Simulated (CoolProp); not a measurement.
The numbers come from the reference Helmholtz-energy equation of state, Thol 2018 in CoolProp.

Task: For hydrogen chloride, give the phase and the Z, cv (kJ/(kg K)) at 360.7 K and 4.8 MPa; 360.7 K and 16 MPa.

Result: 
- 360.7 K and 4.8 MPa: gas; Z 0.834, cv 0.669
- 360.7 K and 16 MPa: supercritical; Z 0.385, cv 0.910
